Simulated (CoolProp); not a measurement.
Vapour-liquid equilibrium of n-pentane (1) + the fluoroketone C6F12O (FK-5-1-12) (2) at 396.9 K; x and y are mole fractions of (1).

Computed with CoolProp (multi-fluid Helmholtz-energy mixture model, Thol 2019 and McLinden 2015; pair parameters Bell 2016).

| x | bubble pressure (MPa) | y at the bubble point | dew pressure at overall composition x (MPa) | liquid density (mol/L) |
|---|---|---|---|---|
| 0.05 | 0.8335 | 0.097 | 0.8030 | 3.941 |
| 0.125 | 0.9227 | 0.219 | 0.8531 | 4.039 |
| 0.2 | 1.003 | 0.318 | 0.9080 | 4.143 |
| 0.275 | 1.072 | 0.398 | 0.9673 | 4.259 |
| 0.35 | 1.126 | 0.464 | 1.030 | 4.390 |
| 0.425 | 1.166 | 0.518 | 1.094 | 4.543 |
| 0.5 | 1.193 | 0.565 | 1.153 | 4.724 |
| 0.575 | 1.208 | 0.606 | 1.197 | 4.939 |
| 0.65 | 1.212 | 0.646 | 1.212 | 5.193 |
| 0.725 | 1.205 | 0.687 | 1.189 | 5.491 |
| 0.8 | 1.184 | 0.735 | 1.141 | 5.836 |
| 0.875 | 1.141 | 0.800 | 1.081 | 6.228 |
| 0.95 | 1.062 | 0.897 | 1.018 | 6.667 |

y crosses x between x = 0.575 and 0.65: the model has an azeotrope there.

Pair parameters are fitted to limited data, so mixtures are less certain than the pure fluids.
